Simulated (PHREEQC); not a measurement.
A column of 0.2 m (40 cells, dispersivity 0.007 m, 720 s a shift, diffusion coefficient 3e-10 m²/s) holds 0.035 eq of the database's cation exchanger X per kg of pore water, first in equilibrium with 1.7 mmol/kgw KCl and 0.01 mmol/kgw HCl. It is flushed with 0.02 mol/kgw KBr, 0.0013 mol/kgw MgCl2 and 1e-05 mol/kgw HCl, at 15 °C. Values are for the last cell. No CO2 enters from the air. Nothing may precipitate in this run.

Base run: PHREEQC, ion-association model, phreeqc.dat. Each further column changes one thing. The table gives K in solution (mol/kgw).

```tsv
pore volumes	base	exchange capacity from 0.035 to 0.018 eq/kgw	dispersivity from 0.007 to 0.014 m
0	0.00170	0.00170	0.00170
0.4125	0.00171	0.00171	0.00190
1.012	0.0136	0.0136	0.0139
1.413	0.0211	0.0211	0.0199
1.812	0.0224	0.0223	0.0219
2.413	0.0226	0.0216	0.0224
2.812	0.0225	0.0209	0.0223
3.212	0.0223	0.0204	?
3.612	0.0219	0.0202	0.0217
4.213	0.0212	0.0200	0.0211
4.612	0.0207	0.0200	?
5.013	0.0205	0.0200	0.0206
5.612	0.0202	0.0200	?
6.013	0.0201	0.0200	0.0202
```

### Question
Some entries are withheld; supply them.

### Answer

- 3.212, dispersivity from 0.007 to 0.014 m: 0.0220
- 4.612, dispersivity from 0.007 to 0.014 m: 0.0208
- 5.612, dispersivity from 0.007 to 0.014 m: 0.0203
